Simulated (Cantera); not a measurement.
An isothermal plug-flow reactor at 500 K and 750 Torr (inlet), inlet velocity 1.5 m/s, active area per volume 480 1/m; feed H₂ : O₂ : N₂ : H₂O = 0.01 : 0.14 : 0.79 : 0.008 (molar parts).

Model: Deutschmann's 1995 Pt surface mechanism with GRI-Mech 3.0 gas chemistry, integrated in Cantera. Catalytic surfaces can have several steady states; this one follows from the mechanism file's or the stated starting coverage. Mass transfer to the wall is taken as infinitely fast.

Task: What does this change do: area per volume 480 to 610 1/m?

Result: 
| quantity | before | after |
|---|---|---|
| x(H₂) at z = 0.0069 m | 0.00143 | 0.00116 |
| x(O₂) at z = 0.0069 m | 0.144 | 0.144 |
| x(H₂O) at z = 0.0069 m | 0.0176 | 0.0179 |
| θ(free Pt) at the exit | 0.0146 | 0.0118 |
| θ(O*) at the exit | 0.965 | 0.970 |
| θ(OH*) at the exit | 0.0204 | 0.0185 |
